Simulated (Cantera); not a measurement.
Charge: 1 mol Si2Cl6, 0.0046 mol Cl2, 58 mol H2, equilibrated at 1423.15 K and 0.0133 bar.

Method: chemical equilibrium by Gibbs-energy minimisation in Cantera with the NASA 1993 tables (ideal gas, pure condensed phases). Candidate condensed phases: Si; 19 gas species. The feed counts by its element totals alone. The tables' values for SiCl3 are old estimates; treat these amounts as uncertain. Rates play no part.

Task: What is the equilibrium state?

Result: 
```
Property       Result
----------  ---------
x(H2)           0.918
x(HCl)         0.0670
x(SiCl2)       0.0148
x(SiCl3)     0.000501
x(SiHCl3)     7.14e-5
x(SiCl4)      6.72e-5
x(H)          5.52e-5
x(SiH2Cl2)    1.16e-5
x(Cl)         3.30e-6
n(Si(s))     1.06 mol
gas amount  60.98 mol
```
